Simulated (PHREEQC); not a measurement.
Make-up at 25 °C: 52 mmol/kgw HF, 3.9 mmol/kgw NH4F, 0.24 mmol/kgw H4SiO4 and 110 mmol/kgw HCl. Closed to the air; pH follows from the charge balance.

Computed with PHREEQC (ion-association model, wateq4f.dat).

No solid was allowed to form.

Problem. Order these F species by the share of F that they hold, largest first: F-, HF, HF2-, H2F2, SiF6-2.

Solution. HF (78 %), H2F2 (18 %), SiF6-2 (2.6 %), F- (0.81 %), HF2- (0.28 %)

The pH is 1.06 and the ionic strength 0.111 mol/kgw. wateq4f.dat counts part of the HF as a dimer, H2F2, which phreeqc.dat doesn't know; its constant is uncertain. SiF6-2 is the database's only silicon fluoride.
